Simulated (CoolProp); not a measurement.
Vapour-liquid equilibrium of CF4 (R14) (1) + R13 (2) at 155.7 K; x and y are mole fractions of (1).

Values from CoolProp's multi-fluid Helmholtz-energy mixture model, Platzer 1990 and Platzer 1990; pair parameters Bell 2016. This equation is an older, rougher fit; its heat capacities, sound speeds and derivatives of the liquid may be far off and weren't checked against measurements.

```
x     bubble pressure, mixture model (MPa)  bubble pressure, Raoult's law (MPa)  y, mixture model  y, Raoult's law
----  ------------------------------------  -----------------------------------  ----------------  ---------------
0.05                               0.02374                              0.01843             0.645            0.547
0.15                               0.05000                              0.03773             0.845            0.802
0.25                                     …                              0.05703             0.903            0.885
0.35                               0.09200                              0.07634             0.931            0.925
0.45                                     …                              0.09564             0.948            0.950
0.55                                     …                               0.1149             0.961            0.966
0.65                                0.1418                               0.1342             0.971            0.977
0.75                                0.1577                               0.1535             0.979            0.986
0.85                                0.1743                               0.1728             0.988            0.992
0.95                                0.1922                               0.1921                 …            0.998
```

Q: Fill in the missing entries.

A: 
- 0.25, bubble pressure, mixture model (MPa): 0.07241
- 0.45, bubble pressure, mixture model (MPa): 0.1096
- 0.55, bubble pressure, mixture model (MPa): 0.1260
- 0.95, y, mixture model: 0.996

The largest gap from Raoult's law is +32.5 % in bubble pressure, at x = 0.15. No azeotrope shows between x = 0.05 and 0.95.

The pair parameters rest on a limited set of measurements; away from them the model extrapolates.
